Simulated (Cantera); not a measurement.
Feed: 1 mol SiH₂Cl₂, 0.73 mol N₂, 87 mol H₂, held at 1550 K and 0.190 bar.

Cantera equilibrium calculation (NASA polynomials, part measured and part estimated; ideal gas, pure solids and liquids). The tables' values for SiCl₃ are old estimates; treat these amounts as uncertain. Equilibrium is a limit: real reactors are often held back by kinetics, nucleation or transport.

| species | before | after |
|---|---|---|
| H₂ | 0.977 | 0.971 |
| HCl | 0.0206 | 0.0196 |
| N₂ | 0.00133 | 0.00813 |
| SiCl₂ | 0.000895 | 0.00132 |
| H | 7.14e-5 | 0.000269 |
| SiCl₃ | 1.48e-5 | 5.54e-6 |
| Si₃N₄(s), mol | 0.306 | 0 |
| Si(s), mol | 0 | 0.880 |
Gas species are given as mole fractions.

### Question
Which change was made?
A) pressure from 0.190 bar to 9.50 Pa
B) temperature from 1550 K to 2148 K
C) pressure from 0.190 bar to 13.3 mbar
D) H₂ from 87 to 5.2 mol

### Answer
C, pressure from 0.190 bar to 13.3 mbar
